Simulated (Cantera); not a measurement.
An isothermal, constant-pressure homogeneous reactor starts with N2O : O2 = 1 : 1.4 (molar parts), at 1100 K and 1.00 bar. Integrator tolerance rtol = 1e-08.

Cantera simulation using GRI-Mech 3.0 (53 species, 325 reactions); the numbers are that mechanism's predictions, not measurements. GRI-Mech 3.0 was tuned for natural gas; its chemistry of N2O as a main component is partial and can be far from experiment. The mechanism lacks the step 2 NO + O2 → 2 NO2, which can matter for NO2 below about 1400 K. The temperature is held fixed by assumption; the heat of reaction is taken as removed at once.

Problem. What does this change do: O2 1.4 to 0.17 parts?

Solution. 
| quantity | before | after |
|---|---|---|
| x(N2O) at 20.0 s | 0.109 (gas-phase equilibrium 4.96e-9) | 0.198 (gas-phase equilibrium 6.74e-9) |
| x(O2) at 20.0 s | 0.629 (gas-phase equilibrium 0.655) | 0.329 (gas-phase equilibrium 0.401) |
| x(NO2) at 20.0 s | 0.000203 (gas-phase equilibrium 5.02e-6) | 0.000359 (gas-phase equilibrium 4.05e-6) |
| x(O) at 20.0 s | 1.28e-7 (gas-phase equilibrium 2.03e-9) | 1.28e-7 (gas-phase equilibrium 1.59e-9) |
| x(NO) at 20.0 s | 0.0141 (gas-phase equilibrium 9.99e-5) | 0.0256 (gas-phase equilibrium 0.000103) |
| x(N2) at 20.0 s | 0.247 (gas-phase equilibrium 0.345) | 0.447 (gas-phase equilibrium 0.599) |

Problem. What does this change do: O2 1.4 to 11 parts?

Solution. 
```json
[
 {"quantity": "x(N2O) at 20.0 s", "before": "0.109 (gas-phase equilibrium 4.96e-9)", "after": "0.0244 (gas-phase equilibrium 1.36e-9)"},
 {"quantity": "x(O2) at 20.0 s", "before": "0.629 (gas-phase equilibrium 0.655)", "after": "0.917 (gas-phase equilibrium 0.920)"},
 {"quantity": "x(NO2) at 20.0 s", "before": "0.000203 (gas-phase equilibrium 5.02e-6)", "after": "4.63e-5 (gas-phase equilibrium 3.40e-6)"},
 {"quantity": "x(O) at 20.0 s", "before": "1.28e-7 (gas-phase equilibrium 2.03e-9)", "after": "1.28e-7 (gas-phase equilibrium 2.41e-9)"},
 {"quantity": "x(NO) at 20.0 s", "before": "0.0141 (gas-phase equilibrium 9.99e-5)", "after": "0.00315 (gas-phase equilibrium 5.70e-5)"},
 {"quantity": "x(N2) at 20.0 s", "before": "0.247 (gas-phase equilibrium 0.345)", "after": "0.0550 (gas-phase equilibrium 0.0800)"}
]
```
